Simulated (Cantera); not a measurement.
Feed: 1 mol Fe₂O₃, 1.6 mol C, 0.41 mol CO, held at 0.0210 bar.

These are equilibrium values from Cantera (NASA tables, ideal gas, pure condensed phases), not measurements of a reactor. Candidate condensed phases: C, Fe, Fe(CO)₅, FeO, Fe₂O₃, Fe₃O₄; 15 gas species. Each liquid is taken as pure. Mutual solubility and eutectic melting of coexisting phases are not modelled. The tables' stoichiometric FeO is somewhat more stable than real wüstite, so its field is too wide. FeO: taken at fixed stoichiometry. The numbers say what is thermodynamically allowed, not how fast it happens.

Q: At 1552 °C, list the 4 most abundant gas species with their mole fractions, and the condensed phases.

A: CO 0.894, CO₂ 0.104, Fe 0.00199, FeO 1.14e-5. Condensed: Fe(l) + FeO(l).
